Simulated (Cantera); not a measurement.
Input: 1 mol Si, 0.21 mol N₂O, 140 mol N₂.

Method: chemical equilibrium by Gibbs-energy minimisation in Cantera with the NASA 1993 tables (ideal gas, pure condensed phases). Candidate condensed phases: Si, SiO₂, Si₂N₂O, Si₃N₄; 16 gas species. Mutual solubility and eutectic melting of coexisting phases are not modelled. The numbers say what is thermodynamically allowed, not how fast it happens.

### Question
What condenses at these points (T in K, P in Pa): (1200, 2.5); (1800, 7900); (1000, 1600); (1400, 0.50); (1900, 7900); (1700, 40000); (1900, 63)?

### Answer
```
T (K)  P in Pa  condensed phases  Si condensed (%)
-----  -------  ----------------  ----------------
1200       2.5    Si₂N₂O + Si₃N₄             100.0
1800      7900             Si₃N₄              78.8
1000      1600    Si₂N₂O + Si₃N₄             100.0
1400      0.50                Si              76.6
1900      7900             Si₃N₄              77.1
1700     40000    Si₂N₂O + Si₃N₄              99.7
1900        63          gas only               0.0
```
